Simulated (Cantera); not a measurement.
Feed: 1 mol SiO2, 0.65 mol NF3, 5.9 mol H2, equilibrated at 1575 K and 38.0 Pa.

Cantera equilibrium calculation (NASA polynomials, part measured and part estimated; ideal gas, pure solids and liquids). Candidate condensed phases: H2O, Si, SiO2, Si2N2O, Si3N4; 58 gas species. The tables' values for SiF3, SiF2 are old estimates; treat these amounts as uncertain. The tables hold silica as quartz up to 1696 K and as liquid above; real silica turns to tridymite and cristobalite and melts near 1996 K. Equilibrium is a limit: real reactors are often held back by kinetics, nucleation or transport.

Base state: H2 0.678, HF 0.264, N2 0.0450, H2O 0.00688, SiO 0.00349, H 0.00175, SiF4 0.00148, SiF3 0.000198 (mole fractions); condensed: SiO2(β-quartz).

**Question.** What changes in the equilibrium state with this change: NF3 from 0.65 to 14 mol?

**Answer.** 
| species | before | after |
|---|---|---|
| F | 3.14e-8 | 0.557 |
| HF | 0.264 | 0.251 |
| N2 | 0.0450 | 0.149 |
| H2 | 0.678 | <1e-9 |
| O2 | <1e-9 | 0.0211 |
| SiF4 | 0.00148 | 0.0213 |
| H2O | 0.00688 | <1e-9 |
| SiO | 0.00349 | <1e-9 |
| H | 0.00175 | <1e-9 |
| SiO2(β-quartz), mol | 0.963 | 0 |

**Question.** What changes in the equilibrium state with this change: temperature from 1575 K to 1098.15 K?

**Answer.** 
```tsv
species	before	after
H2	0.678	0.689
HF	0.264	0.242
N2	0.0450	0.0455
H2O	0.00688	0.0155
SiF4	0.00148	0.00775
SiO	0.00349	<1e-9
SiF2	1.34e-5	<1e-9
H	0.00175	1.06e-6
SiO2(β-quartz), mol	0.963	0.945
```

**Question.** What changes in the equilibrium state with this change: SiO2 replaced by MgO?

**Answer.** 
```json
[
 {"species": "H2", "before": "0.678", "after": "0.680"},
 {"species": "HF", "before": "0.264", "after": "0.252"},
 {"species": "N2", "before": "0.0450", "after": "0.0450"},
 {"species": "MgF2", "before": "0", "after": "0.00881"},
 {"species": "SiO", "before": "0.00349", "after": "0"},
 {"species": "H2O", "before": "0.00688", "after": "0.0103"},
 {"species": "SiF4", "before": "0.00148", "after": "0"},
 {"species": "Mg", "before": "0", "after": "0.00110"},
 {"species": "SiO2(β-quartz), mol", "before": "0.963", "after": "0"},
 {"species": "MgO(s), mol", "before": "0", "after": "0.925"}
]
```
Further candidate phases: Mg, MgF2, MgO, Mg(OH)2.
